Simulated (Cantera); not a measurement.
**Thermodynamics of chlorosilane synthesis and conversion, feed SiCl₄ + HCl + H₂**

Feed: 1 mol SiCl₄, 1.9 mol HCl, 0.2 mol H₂, held at 0.440 bar.

Method: chemical equilibrium by Gibbs-energy minimisation in Cantera with the NASA 1993 tables (ideal gas, pure condensed phases). Candidate condensed phases: Si; 19 gas species. The tables' values for SiCl₃ are old estimates; treat these amounts as uncertain. Rates play no part.

```csv
T (K),x HCl,x SiCl₄,x H₂,x SiCl₃
1050,0.613,0.322,0.0641,6.68e-5
1100,0.614,0.322,0.0639,0.000165
1150,0.614,0.321,0.0636,0.000375
1200,0.614,0.321,0.0632,0.000793
1250,0.615,0.320,0.0625,0.00157
1300,0.617,0.318,0.0614,0.00292
1350,0.619,0.314,0.0596,0.00512
1400,0.622,0.309,0.0570,0.00848
1450,0.627,0.302,0.0531,0.0132
```
x: gas mole fraction; nothing condenses.

From 1050 K to 1450 K nothing is condensed. The main Si-bearing gas is SiCl₄ throughout.
